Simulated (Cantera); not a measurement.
Input: 1 mol CH₄, 0.11 mol H₂O, held at 66.0 bar.

Equilibrium computed with Cantera from the NASA thermochemical tables; the gas is ideal and each condensed phase is pure. Candidate condensed phases: C, C₆H₆, C₇H₈, C₈H₁₈, H₂O; 110 gas species. The ideal-gas law is rough above about 30 bar. Kinetics and transport are ignored.

Question: What share of the C ends up in condensed phases as a function of T (°C), at 702, 802, 902, 1002, 1102, 1202, 1302, 1402, 1502, 1602?

Answer: 
```tsv
T (°C)	C condensed (%)	as
702	16.0	C(graphite)
802	25.1	C(graphite)
902	35.4	C(graphite)
1002	46.2	C(graphite)
1102	56.4	C(graphite)
1202	65.0	C(graphite)
1302	71.6	C(graphite)
1402	76.3	C(graphite)
1502	79.5	C(graphite)
1602	81.7	C(graphite)
```
